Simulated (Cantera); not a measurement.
# Silicon epitaxy and polysilicon growth: SiH4 + HCl + H2

Charge: 1 mol SiH4, 0.15 mol HCl, 130 mol H2, at 3.60 mbar.

Cantera equilibrium calculation (NASA polynomials, part measured and part estimated; ideal gas, pure solids and liquids). Candidate condensed phases: Si; 19 gas species. Gases not in the tables: Si2H6 and higher silanes. The numbers say what is thermodynamically allowed, not how fast it happens.

| T (K) | x H2 | x H | x HCl | x Si | x SiH | n Si(s) | n Si(l) |
|---|---|---|---|---|---|---|---|
| 1573 | 0.998 | 0.000677 | 0.00113 | 1.53e-5 | 2.20e-6 | 0.997 | 0 |
| 1598 | 0.998 | 0.000886 | 0.00112 | 2.60e-5 | 3.42e-6 | 0.995 | 0 |
| 1623 | 0.998 | 0.00115 | 0.00112 | 4.35e-5 | 5.23e-6 | 0.992 | 0 |
| 1648 | 0.997 | 0.00148 | 0.00112 | 7.16e-5 | 7.89e-6 | 0.988 | 0 |
| 1673 | 0.997 | 0.00190 | 0.00112 | 0.000116 | 1.18e-5 | 0.981 | 0 |
| 1698 | 0.996 | 0.00241 | 0.00112 | 0.000182 | 1.70e-5 | 0 | 0.971 |
| 1723 | 0.996 | 0.00303 | 0.00112 | 0.000273 | 2.35e-5 | 0 | 0.957 |
| 1748 | 0.995 | 0.00380 | 0.00112 | 0.000404 | 3.22e-5 | 0 | 0.938 |
| 1773 | 0.993 | 0.00473 | 0.00112 | 0.000592 | 4.37e-5 | 0 | 0.910 |
x: gas mole fraction; n: condensed amount in mol.

From 1573 K to 1673 K the condensed part is Si(s). From 1698 K to 1773 K the condensed part is Si(l). The main Si-bearing gas is Si throughout. The share of Si in condensed phases is highest at 1573 K (99.7 %) and lowest at 1773 K (91.0 %).
